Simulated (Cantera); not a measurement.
A closed system holds: 1 mol Si3N4, 0.21 mol CO2, 370 mol N2, at 10.0 bar.

Cantera equilibrium calculation (NASA polynomials, part measured and part estimated; ideal gas, pure solids and liquids). Candidate condensed phases: C, Si, SiC, SiO2, Si2N2O, Si3N4; 34 gas species. Mutual solubility and eutectic melting of coexisting phases are not modelled. Rates play no part. All values below are at 1527 °C.

Base state: N2 0.999, CO 0.000567 (mole fractions); condensed: Si2N2O(s) + Si3N4(s).

Task: What changes in the equilibrium state with this change: Si3N4 replaced by Si?

Result: 
```
species           before     after
--------------  --------  --------
N2                 0.999     0.999
CO              0.000567  0.000568
Si2N2O(s), mol     0.209     0.209
Si3N4(s), mol      0.860     0.194
```
